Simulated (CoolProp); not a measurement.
Vapour-liquid equilibrium of n-heptane (1) + o-xylene (2) at 1.71 bar; x and y are mole fractions of (1).

The numbers come from the multi-fluid Helmholtz-energy mixture model, Span 2003 and Zhou 2012; pair parameters Bell 2016 in CoolProp.

Q: Give the bubble temperature and the first vapour's composition at x = 0.05, 0.65, 0.95. Is there an azeotrope?

A: x = 0.05: 433.0 K, y = 0.159; x = 0.65: 400.2 K, y = 0.844; x = 0.95: 391.7 K, y = 0.980. No azeotrope shows between x = 0.05 and 0.95.

The pair parameters rest on a limited set of measurements; away from them the model extrapolates.
